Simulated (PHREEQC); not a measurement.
Solution (20 °C): 0.0087 mol KH2PO4 and 0.014 mol Na2CO3 per kg of water. Closed to the air; pH follows from the charge balance.

All values are PHREEQC results (ion-association model, wateq4f.dat), not measurements.

```csv
quantity,before,after
pH,9.84,10.85
ionic strength (mol/kgw),0.0485,0.0628
Na+ (mol/kgw),0.0269,0.0261
HCO3- (mol/kgw),0.00871,0.00191
CO3-2 (mol/kgw),0.00439,0.0103
SI of Nahcolite (NaHCO3),-3.20,-3.89
SI of Natron (Na2CO3:10H2O),-4.48,-4.18
```

**Question.** Which change was made?
(A) Na2CO3 from 0.014 to 0.0154 mol/kgw
(B) Na2CO3 from 0.014 to 0.007 mol/kgw
(C) 0.008 mol/kgw CsOH added
(D) diluted 5-fold with water

**Answer.** C, 0.008 mol/kgw CsOH added

This is a speciation only: nothing precipitates in the calculation. H3PO4, which wateq4f.dat lacks, is added to it with the constant of phreeqc.dat.
